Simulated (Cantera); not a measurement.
## Thermodynamics of silicon nitride deposition, feed trisilylamine + NH3 + H2

Feed: 1 mol trisilylamine, 0.23 mol NH3, 0.95 mol H2.

These are equilibrium values from Cantera (NASA tables, ideal gas, pure condensed phases), not measurements of a reactor. Candidate condensed phases: Si, Si3N4; 18 gas species. The feed counts by its element totals alone. Mutual solubility and eutectic melting of coexisting phases are not modelled. Equilibrium is a limit: real reactors are often held back by kinetics, nucleation or transport.

Task: Map the stable condensed phases over T = 1127, 1152, 1177, 1202, 1227, 1252, 1277, 1302, 1327, 1352 °C and P in Pa = 5, 13, 36, 98, 260, 710, 1900, 5100, 14000, 37000, 100000.

Result: 
```
T in °C \ P in Pa
              5     13     36     98    260    710   1900   5100  14000  37000 100000
   1352       A      A      A      A      A      B      B      B      B      B      B
   1327       A      A      A      A      A      B      B      B      B      B      B
   1302       A      A      A      A      B      B      B      B      B      B      B
   1277       A      A      A      A      B      B      B      B      B      B      B
   1252       A      A      A      B      B      B      B      B      B      B      B
   1227       A      A      A      B      B      B      B      B      B      B      B
   1202       A      A      B      B      B      B      B      B      B      B      B
   1177       A      A      B      B      B      B      B      B      B      B      B
   1152       A      B      B      B      B      B      B      B      B      B      B
   1127       A      B      B      B      B      B      B      B      B      B      B
```
A: Si; B: Si + Si3N4.
